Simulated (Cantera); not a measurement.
Feed: 1 mol SiCl4, 0.13 mol C3H8, 960 mol H2, equilibrated at 2075 K and 0.960 bar.

Method: chemical equilibrium by Gibbs-energy minimisation in Cantera with the NASA 1993 tables (ideal gas, pure condensed phases). Candidate condensed phases: C, C6H6, C7H8, C8H18, Si, SiC; 109 gas species. Mutual solubility and eutectic melting of coexisting phases are not modelled. Gases not in the tables: Si2H6 and higher silanes. Kinetics and transport are ignored.

Base state: H2 0.993, HCl 0.00406, H 0.00271, SiH2 0.000159, Si 0.000106, SiH 5.93e-5, SiCl2 3.65e-5, CH4 2.38e-5 (mole fractions); condensed: Si(l) + SiC(s).

Problem. What changes in the equilibrium state with this change: temperature from 2075 K to 1375 K?

Solution. 
```
species        before    after
-----------  --------  -------
H2              0.993    0.996
HCl           0.00406  0.00404
SiCl2         3.65e-5  4.72e-5
H             0.00271  3.49e-6
SiH2         0.000159  2.57e-7
Si           0.000106    <1e-9
SiH           5.93e-5  2.35e-9
CH4           2.38e-5  2.03e-5
Si(l), mol      0.281        0
SiC(s), mol     0.350    0.370
Si(s), mol          0    0.573
```

Problem. What changes in the equilibrium state with this change: H2 from 960 to 35 mol?

Solution. 
| species | before | after |
|---|---|---|
| H2 | 0.993 | 0.905 |
| HCl | 0.00406 | 0.0768 |
| SiCl2 | 3.65e-5 | 0.0143 |
| SiCl3 | 2.60e-8 | 0.000202 |
| SiHCl3 | 2.09e-9 | 1.55e-5 |
| SiH2Cl2 | 4.55e-8 | 1.63e-5 |
| SiCl | 8.89e-6 | 0.000176 |
| Si(l), mol | 0.281 | 0.0456 |
| SiC(s), mol | 0.350 | 0.389 |
The tables' values for SiCl3, SiCl are old estimates; treat these amounts as uncertain.
